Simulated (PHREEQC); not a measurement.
PHREEQC input (ion-association model, phreeqc.dat):

```
SOLUTION 1
  temp 25
  units mol/kgw
  pH 7 charge
  Cl 0.074
  Na 0.074
END
SELECTED_OUTPUT 1
  -reset false
  -pH true
  -pe true
  -ionic_strength true
  -water true
  -totals Cl Na Mtg
  -molalities H+ Na+ Cl- OH- NaOH
  -saturation_indices Halite
USER_PUNCH 1
  -headings p_Mtg(g) phi_Mtg(g) p_H2O(g) phi_H2O(g) density
  10 PUNCH PR_P("Mtg(g)"), PR_PHI("Mtg(g)"), PR_P("H2O(g)"), PR_PHI("H2O(g)"), RHO
PRINT
  -reset false
USE solution 1
REACTION_TEMPERATURE 1
  50
GAS_PHASE 1
  -fixed_pressure
  -pressure 2
  -temperature 50
  -volume 20
  Mtg(g) 2
  H2O(g) 0
END
# ... the last block is repeated for the other 12 points of P (atm)
```

Selected output (columns that matter, 10 of 13 rows; P (atm) added in front):

```
P (atm)	pH	mu	Cl	Na	Mtg	m_H+	m_Na+	m_Cl-	si_Halite	p_Mtg(g)	phi_Mtg(g)	p_H2O(g)	phi_H2O(g)	density
2	6.6161	0.074132	0.074131	0.074131	0.0020181	2.9114e-07	0.074131	0.074131	-4.0572	1.8779	0.99664	0.12209	0.99228	0.99099
5	6.6156	0.074129	0.074128	0.074128	0.0051946	2.9148e-07	0.074128	0.074128	-4.0576	4.8767	0.9915	0.12334	0.98419	0.99107
20	6.613	0.074136	0.074136	0.074136	0.020267	2.9318e-07	0.074136	0.074136	-4.0595	19.87	0.96688	0.12978	0.94486	0.99149
30	6.6112	0.074143	0.074143	0.074143	0.029609	2.9433e-07	0.074143	0.074143	-4.0607	29.866	0.95129	0.13425	0.91952	0.99177
40	6.6095	0.07415	0.07415	0.07415	0.038429	2.9548e-07	0.07415	0.07415	-4.0619	39.861	0.93635	0.13887	0.89488	0.99206
75	6.6034	0.074176	0.074176	0.074176	0.065662	2.9956e-07	0.074176	0.074176	-4.0661	74.844	0.88912	0.1562	0.8145	0.99314
100	6.599	0.074196	0.074196	0.074196	0.082191	3.0252e-07	0.074196	0.074196	-4.0689	99.83	0.86011	0.16958	0.76297	0.99394
150	6.5903	0.074235	0.074234	0.074234	0.10974	3.0855e-07	0.074234	0.074234	-4.0745	149.8	0.81329	0.19812	0.67533	0.99563
300	6.5638	0.074315	0.074314	0.074314	0.16725	3.2748e-07	0.074314	0.074314	-4.0903	299.71	0.74335	0.28553	0.51797	1.0009
400	6.5461	0.074339	0.074339	0.074339	0.19522	3.4079e-07	0.074339	0.074339	-4.1001	399.66	0.73473	0.33821	0.46727	1.0045
```

Constants without temperature data keep their 25 °C values here.
